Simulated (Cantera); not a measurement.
What does this Cantera script print?

```python
import numpy as np
import cantera as ct

gas_names = """
    CL CL2 H HCL H2 Si SiCL SiCL2 SiCL3 SiCL4 SiH SiHCL3 SiH2 SiH2CL2 SiH3 SiH3CL SiH4 Si2 Si3
""".split()
cond_names = """
    Si(cr) Si(L)
""".split()


# ... load() reads the species with a 1 bar reference pressure and builds the phases ...
atoms = {
    'Si3H8': {'Si': 3, 'H': 8},
    'HCl': {'H': 1, 'CL': 1},
    'H2': {'H': 2},
}
top_T = {}  # K; cautious upper limits of use, not melting points


# ... equilibrate(T, P, feed) seeds the gas with the atoms and calls Mixture.equilibrate('TP', solver="vcs", rtol=1e-11, max_steps=5000) ...
results = []
feed = {'Si3H8': 1, 'HCl': 1.3, 'H2': 4.8}  # mol
T = 1198.15  # K
P = 133.322  # Pa
mix = equilibrate(T, P, feed)
results.append((T, P, feed, dict(zip(mix.species_names, mix.species_moles))))
print(gas.report(threshold=1e-05))
for i in range(1, mix.n_phases):
    print(f"{mix.phase(i).name:16s} {mix.phase_moles(i):12.5e} mol")
```

Output:

```
       temperature   1198.2 K
          pressure   133.32 Pa
           density   9.4457e-05 kg/m^3
  mean mol. weight   7.0579 kg/kmol
   phase of matter   gas

                          1 kg             1 kmol
                     ---------------   ---------------
          enthalpy        2.1435e+06        1.5129e+07  J
   internal energy        7.3204e+05        5.1667e+06  J
           entropy             33867        2.3903e+05  J/K
    Gibbs function       -3.8434e+07       -2.7127e+08  J
 heat capacity c_p            4519.2             31896  J/K
 heat capacity c_v            3341.2             23582  J/K

                      mass frac. Y      mole frac. X     chem. pot. / RT
                     ---------------   ---------------   ---------------
               HCL           0.42453          0.082184           -43.141
                H2           0.25613           0.89672           -24.703
             SiCL2           0.24875          0.017737           -65.632
             SiCL3          0.031043         0.0016298           -96.422
             SiCL4          0.031866         0.0013239           -127.21
            SiHCL3         0.0074633        0.00038892           -108.77
           SiH2CL2        0.00021371        1.4934e-05           -90.335
     [  +12 minor]        4.7159e-06        5.5624e-06

Si(cr)            2.78749e+00 mol
```

Equilibrium computed with Cantera from the NASA thermochemical tables; the gas is ideal and each condensed phase is pure. The feed counts by its element totals alone. The tables' values for SiCl3 are old estimates; treat these amounts as uncertain.
